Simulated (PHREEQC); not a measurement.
## Phosphoric acid bath: speciation

Consider water at 25 °C with 0.003 mol H3PO4 and 0.0027 mol ZnSO4 per kg of water. Closed to the air; pH follows from the charge balance.

All values are PHREEQC results (ion-association model, wateq4f.dat), not measurements.

```yaml
pH: 2.71
ionic_strength: 0.0108 mol/kgw
total_alkalinity: -3.00 meq/kg
```

| species | molality | activity | log γ |
|---|---|---|---|
| H2PO4- | 0.00239 | 0.00215 | -0.045 |
| Zn+2 | 0.00224 | 0.00149 | -0.176 |
| H+ | 0.00212 | 0.00193 | -0.041 |
| SO4-2 | 0.00196 | 0.00129 | -0.182 |
| H3PO4 | 0.000611 | 0.000612 | 0.001 |
| ZnSO4 | 0.000452 | 0.000453 | 0.001 |
| HSO4- | 0.000270 | 0.000243 | -0.046 |
| Zn(SO4)2-2 | 7.29e-6 | 4.76e-6 | -0.186 |
| HPO4-2 | 1.05e-7 | 6.93e-8 | -0.181 |

No solid was allowed to form. Species that the database lacks are ignored. H3PO4, which wateq4f.dat lacks, is added to it with the constant of phreeqc.dat. The database has no phosphate complexes of Zn.
